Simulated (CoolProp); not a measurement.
C2F6 (R116) at several states: density (kg/m³) from the reference equation and from simpler models built on Tc = 293.0 K, pc = 30.48 bar, ω = 0.257; each cubic takes its own stable root.

Values from CoolProp's reference Helmholtz-energy equation of state, Lemmon 2006. It is a short technical equation, of lower accuracy than the large ones.

| T (K) | p (bar) | phase | reference | ideal gas | van der Waals | Redlich-Kwong | Peng-Robinson |
|---|---|---|---|---|---|---|---|
| 422.6 | 110 | supercritical | 524.6 | ? | 582.1 | ? | 526.9 |
| 341.5 | 0.598 | gas | 2.918 | 2.907 | 2.918 | 2.919 | 2.920 |
| 329.1 | 6.46 | gas | ? | 32.58 | 34.27 | ? | 34.52 |
| 366.2 | 1.31 | gas | 5.977 | 5.938 | 5.982 | 5.983 | 5.984 |

### Question
Fill in the missing entries.

### Answer

- 422.6, ideal gas: 432.1
- 422.6, Redlich-Kwong: 563.8
- 329.1, reference: 34.25
- 329.1, Redlich-Kwong: 34.40
